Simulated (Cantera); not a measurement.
## Thermodynamics of abatement and gas-phase synthesis, feed NF3 + H2

Input: 1 mol NF3, a varied amount of H2, at 2100 K and 190 Pa.

These are equilibrium values from Cantera (NASA tables, ideal gas, pure condensed phases), not measurements of a reactor. Kinetics and transport are ignored.

From 0.038 mol H2 to 9 mol H2 nothing is condensed.

| n(H2) (mol) | x F | x HF | x H2 | x N2 | x H |
|---|---|---|---|---|---|
| 0.038 | 0.835 | 0.0217 | 1.26e-12 | 0.143 | 8.04e-8 |
| 0.063 | 0.821 | 0.0360 | 3.60e-12 | 0.143 | 1.36e-7 |
| 0.1 | 0.800 | 0.0571 | 9.55e-12 | 0.143 | 2.21e-7 |
| 0.17 | 0.760 | 0.0971 | 3.06e-11 | 0.143 | 3.95e-7 |
| 0.28 | 0.697 | 0.160 | 9.86e-11 | 0.143 | 7.10e-7 |
| 0.46 | 0.594 | 0.263 | 3.66e-10 | 0.143 | 1.37e-6 |
| 0.75 | 0.429 | 0.429 | 1.87e-9 | 0.143 | 3.09e-6 |
| 1.2 | 0.171 | 0.686 | 3.00e-8 | 0.143 | 1.24e-5 |
| 2 | 9.60e-5 | 0.741 | 0.112 | 0.124 | 0.0239 |
| 3.3 | 4.29e-5 | 0.555 | 0.313 | 0.0925 | 0.0400 |
| 5.5 | 2.40e-5 | 0.390 | 0.495 | 0.0650 | 0.0503 |
| 9 | 1.44e-5 | 0.265 | 0.634 | 0.0442 | 0.0569 |
x: gas mole fraction; nothing condenses.
